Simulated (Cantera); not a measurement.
Reactions in the system Cl-F-H-Sr

Source: NASA polynomial tables (part measured, part estimated), evaluated in Cantera. Values are per mole of reaction as written; species without (g) are pure solids or liquids, kept so even where they would boil at 1 bar.

SrCl₂ + 2 HF(g) → Sr + F₂(g) + 2 HCl(g)

| T (K) | ΔH° (kJ) | ΔS° (J/K) | ΔG° (kJ) | log10 K | condensed phases |
|---|---|---|---|---|---|
| 300 | 1189.3 | 169.1 | 1138.6 | -198.24 | SrCl₂(s), Sr(s) |
| 548 | 1184.8 | 158.3 | 1098.1 | -104.67 | SrCl₂(s), Sr(s) |
| 748 | 1181.1 | 152.4 | 1067.1 | -74.51 | SrCl₂(s), Sr(s) |
| 948 | 1176.9 | 147.6 | 1037.0 | -57.14 | SrCl₂(s), Sr(s) |
| 1148 | 1154.0 | 126.8 | 1008.4 | -45.88 | SrCl₂(l), Sr(l) |
| 1348 | 1148.7 | 122.6 | 983.5 | -38.11 | SrCl₂(l), Sr(l) |
